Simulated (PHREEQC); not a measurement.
A solution holds 0.55 mol H3PO4, 0.0007 mol H2SO4 and 0.0012 mol H4SiO4 per kg of water, at 20 °C. Closed to the air; pH follows from the charge balance.

Model: ion-association model, wateq4f.dat, run in PHREEQC.

Precipitation was switched off in this run.

Predict the pH, activity of water.

pH 1.22; activity of water 0.989.

In which forms is S present?

HSO4- 73 %, SO4-2 27 % of the S.

Saturation is exceeded, for instance for Quartz (slow to form), Chalcedony (slow to form); the values hold only as long as no solid forms. H3PO4, which wateq4f.dat lacks, is added to it with the constant of phreeqc.dat.
